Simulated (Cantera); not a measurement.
A perfectly stirred reactor is fed with 25.0 % CO, 7.51 % H₂, 2.75 % CH₄, 13.6 % O₂, 51.1 % N₂, equivalence ratio 1.6, at 825 Torr; it is adiabatic with a 548 K inlet, and is followed from long to short residence time, starting on the burning branch (τ in s: 0.061, 0.022, 0.0077, 0.0027, 0.00096, 0.00034, 0.00012, 4.3e-05, 1.5e-05).

Cantera simulation using GRI-Mech 3.0 (53 species, 325 reactions); the numbers are that mechanism's predictions, not measurements.

x: mole fraction; the columns are a selection and need not sum to one.

| τ (s) | T (K) | x CO | x H₂ | x CH₄ | x O | x CH₂ |
|---|---|---|---|---|---|---|
| 0.061 | 2341 | 0.157 | 0.0220 | 1.44e-6 | 0.000237 | 7.90e-8 |
| 0.022 | 2320 | 0.157 | 0.0222 | 2.57e-6 | 0.000443 | 1.52e-7 |
| 0.0077 | 2280 | 0.158 | 0.0226 | 4.56e-6 | 0.000922 | 2.58e-7 |
| 0.0027 | 2213 | 0.160 | 0.0234 | [?] | [?] | [?] |
| 0.00096 | 2114 | 0.163 | 0.0245 | [?] | [?] | [?] |
| 0.00034 | 1981 | 0.165 | 0.0258 | 4.01e-5 | 0.00591 | 7.09e-7 |
| 0.00012 | 1823 | 0.169 | 0.0265 | 0.000112 | 0.00849 | 9.54e-7 |
| 4.3e-5 | 1644 | 0.184 | 0.0265 | 0.000425 | 0.00988 | 1.47e-6 |
| 1.5e-5 | 548 | 0.250 | 0.0751 | 0.0275 | <1e-12 | <1e-12 |

**Question.** What belongs in the gaps?

**Answer.** 
- 0.0027, x CH₄: 8.51e-6
- 0.0027, x O: 0.00190
- 0.0027, x CH₂: 3.89e-7
- 0.00096, x CH₄: 1.73e-5
- 0.00096, x O: 0.00355
- 0.00096, x CH₂: 5.35e-7
